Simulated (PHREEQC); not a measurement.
Consider water at 25 °C with 2.7 mmol/kgw CuCl2, 0.19 mmol/kgw H2SO4 and 190 mmol/kgw H3BO3. Closed to the air; pH follows from the charge balance.

All values are PHREEQC results (ion-association model, phreeqc.dat), not measurements.

```csv
quantity,before,after
pH,3.46,2.50
ionic strength (mol/kgw),0.00846,0.0121
SO4-2 (mol/kgw),0.000148,0.00133
HSO4- (mol/kgw),3.77e-6,0.000296
H2BO3- (mol/kgw),3.48e-7,3.86e-8
```

### Question
Name the change that produced these shifts.
A) CuCl2 from 0.0027 to 0.00405 mol/kgw
B) H2SO4 from 0.00019 to 0.0019 mol/kgw
C) temperature from 25 to 65 °C
D) CuCl2 replaced by LiCl at the same molality
E) 0.0092 mol/kgw KCl added

### Answer
B, H2SO4 from 0.00019 to 0.0019 mol/kgw

Precipitation was switched off in this run.
